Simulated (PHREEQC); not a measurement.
0.87 g of hydrous ferric oxide (600 m²/g; 0.2 weak and 0.005 strong sites per Fe, Dzombak-Morel constants, diffuse double layer) in 1 kg of water with 0.1 mol/kgw of an inert sodium salt and 1.2 mmol/kgw PbCl2 and 0.56 mmol/kgw ZnSO4, at 25 °C; the pH is set by adding NaOH or the inert anion's acid. O2 is buffered at 0.21 atm. No CO2 enters from the air. Nothing may precipitate in this run.

Computed with PHREEQC (ion-association model, wateq4f.dat).

Q: Predict Pb sorbed (%), S sorbed (%) at pH = 4, 6.5, 11.

A: 
| pH | Pb sorbed (%) | S sorbed (%) |
|---|---|---|
| 4 | 4.5 | 89.4 |
| 6.5 | 95.6 | 54.4 |
| 11 | 82.7 | 0.0 |

Along this series the solution becomes supersaturated in solids that the run did not let form, among them Zn(OH)2-e, Zn4(OH)6SO4, Zn5(OH)8Cl2, Litharge, Larnakite. The oxide is taken as insoluble; below pH 4 it would dissolve.
